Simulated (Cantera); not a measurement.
Gas mixture: CO2 : O2 = 0.5 : 0.84 (molar parts), at 1000000 Pa, frozen composition.

Cantera's kinetic-theory transport with the Lennard-Jones parameters of GRI-Mech 3.0, ideal gas; thermal conductivity in the multicomponent form.

D: mixture-averaged diffusion coefficient of that species in the mixture.

```
T (K)  ρ (kg/m³)  cp (J/kg/K)  μ (µPa s)  λ (mW/m/K)     Pr  D (cm²/s) N2  D (cm²/s) OH  D (cm²/s) NH3
-----  ---------  -----------  ---------  ----------  -----  ------------  ------------  -------------
400         11.0        939.8       23.0           ?  0.713        0.0315        0.0489         0.0343
550         7.98         1014       29.4           ?  0.718        0.0548        0.0846         0.0625
700         6.27         1074       35.0           ?  0.720        0.0827         0.128         0.0972
850         5.16         1120       40.2           ?  0.721         0.115         0.177          0.138
1000        4.39         1155       44.9           ?  0.722         0.151         0.232          0.183
1150        3.82         1181       49.4           ?  0.722         0.191         0.293          0.234
```

Problem. Some entries are withheld; supply them.

Solution. 
- 400, λ (mW/m/K): 30.3
- 550, λ (mW/m/K): 41.5
- 700, λ (mW/m/K): 52.3
- 850, λ (mW/m/K): 62.4
- 1000, λ (mW/m/K): 71.9
- 1150, λ (mW/m/K): 80.8
